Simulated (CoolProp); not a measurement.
Properties of R507A along the isobar 0.101 MPa.

The numbers come from the reference Helmholtz-energy equation of state, Lemmon 2003 in CoolProp. It is a pseudo-pure fit of the blend.

```json
[
 {"T (°C)": "-9.85", "phase": "gas", "expansivity (1/kK)": "(withheld)", "conductivity (mW/(m K))": "(withheld)"},
 {"T (°C)": "19.75", "phase": "gas", "expansivity (1/kK)": "3.636", "conductivity (mW/(m K))": "(withheld)"},
 {"T (°C)": "49.35", "phase": "gas", "expansivity (1/kK)": "3.240", "conductivity (mW/(m K))": "15.3"},
 {"T (°C)": "78.95", "phase": "gas", "expansivity (1/kK)": "2.933", "conductivity (mW/(m K))": "(withheld)"},
 {"T (°C)": "108.55", "phase": "gas", "expansivity (1/kK)": "2.685", "conductivity (mW/(m K))": "(withheld)"},
 {"T (°C)": "138.05", "phase": "gas", "expansivity (1/kK)": "2.479", "conductivity (mW/(m K))": "21.8"},
 {"T (°C)": "167.65", "phase": "gas", "expansivity (1/kK)": "2.304", "conductivity (mW/(m K))": "(withheld)"},
 {"T (°C)": "197.25", "phase": "gas", "expansivity (1/kK)": "2.153", "conductivity (mW/(m K))": "(withheld)"},
 {"T (°C)": "226.85", "phase": "gas", "expansivity (1/kK)": "2.021", "conductivity (mW/(m K))": "(withheld)"}
]
```

**Question.** Complete the blanks.

**Answer.** 
- -9.85, expansivity (1/kK): 4.185
- -9.85, conductivity (mW/(m K)): 10.9
- 19.75, conductivity (mW/(m K)): 13.1
- 78.95, conductivity (mW/(m K)): 17.4
- 108.55, conductivity (mW/(m K)): 19.6
- 167.65, conductivity (mW/(m K)): 24.0
- 197.25, conductivity (mW/(m K)): 26.1
- 226.85, conductivity (mW/(m K)): 28.3

Thermal conductivity comes from a separate model (Geller 2001).
